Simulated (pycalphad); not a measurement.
All values are pycalphad results on the COST 507 light-alloy database (1999) (1 atm), not direct measurements. The database dates from 1999; later assessments differ in places, in temperatures and in the compounds included. Amounts are mole fractions of atoms.

Compare equilibrium and Scheil-Gulliver solidification of Hf-10.08C (at.%).

Both start at the liquidus, 3127 K. In full equilibrium the last liquid goes at 2613 K (range 514 K), and at 2550 K the alloy holds hcp. With no diffusion in the solid (Scheil-Gulliver, steps of 4 K) the liquid lasts to an invariant point at 2479 K (range 648 K), where the last 0.14 of it freezes; the solid then holds hcp 0.77, fcc 0.14, bcc 0.09.

```csv
"last step ahead of the change, T (K)",liquid left there,liquid composition there (at.%),solids forming below it
3127,1.00,10.1 C,fcc
2651,0.86,6.0 C,hcp
2480,0.14,1.4 C,bcc + hcp
```
Solids once formed stay as they are in this model, so peritectic reactions do not proceed; the changes are located to one step.

The fcc model also describes the rock-salt carbide or nitride (TiC, TiN, HfC).
